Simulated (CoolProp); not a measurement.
Vapour-liquid equilibrium of R134a (1) + R236FA (2) at 34.55 °C; x and y are mole fractions of (1).

The numbers come from the multi-fluid Helmholtz-energy mixture model, Tillner-Roth 1994 and Pan 2012; pair parameters Bell 2016 in CoolProp.

| x | bubble pressure, mixture model (bar) | bubble pressure, Raoult's law (bar) | y, mixture model | y, Raoult's law |
|---|---|---|---|---|
| 0.05 | 3.928 | 3.952 | 0.098 | 0.111 |
| 0.15 | 4.392 | 4.458 | 0.266 | 0.295 |
| 0.25 | 4.863 | 4.964 | 0.406 | 0.441 |
| 0.35 | 5.343 | 5.470 | 0.524 | 0.560 |
| 0.45 | 5.835 | 5.976 | 0.625 | 0.660 |
| 0.55 | 6.338 | 6.482 | 0.713 | 0.743 |
| 0.65 | 6.853 | 6.988 | 0.790 | 0.815 |
| 0.75 | 7.382 | 7.494 | 0.859 | 0.877 |
| 0.85 | 7.923 | 8.001 | 0.920 | 0.931 |
| 0.95 | 8.478 | 8.507 | 0.975 | 0.978 |

The largest gap from Raoult's law is -2.4 % in bubble pressure, at x = 0.45. No azeotrope shows between x = 0.05 and 0.95.

The pair parameters rest on a limited set of measurements; away from them the model extrapolates.
